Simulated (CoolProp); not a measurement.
Vapour-liquid equilibrium of isobutane (1) + n-butane (2) at -11.15 °C; x and y are mole fractions of (1).

Values from CoolProp's multi-fluid Helmholtz-energy mixture model, Bücker 2006 and Bücker 2006; pair parameters Kunz 2012.

| x | bubble pressure (kPa) | y at the bubble point | dew pressure at overall composition x (kPa) | liquid density (mol/L) |
|---|---|---|---|---|
| 0.05 | 68.22 | 0.076 | 67.57 | 10.52 |
| 0.15 | 72.00 | 0.215 | 70.20 | 10.49 |
| 0.25 | 75.75 | 0.340 | 73.03 | 10.45 |
| 0.35 | 79.48 | 0.453 | 76.08 | 10.42 |
| 0.45 | 83.20 | 0.557 | 79.38 | 10.39 |
| 0.55 | 86.92 | 0.652 | 82.95 | 10.35 |
| 0.65 | 90.64 | 0.740 | 86.84 | 10.32 |
| 0.75 | 94.36 | 0.821 | 91.09 | 10.28 |
| 0.85 | 98.10 | 0.896 | 95.76 | 10.25 |
| 0.95 | 101.8 | 0.967 | 100.9 | 10.22 |

No azeotrope shows between x = 0.05 and 0.95.

Pair parameters are fitted to limited data, so mixtures are less certain than the pure fluids.
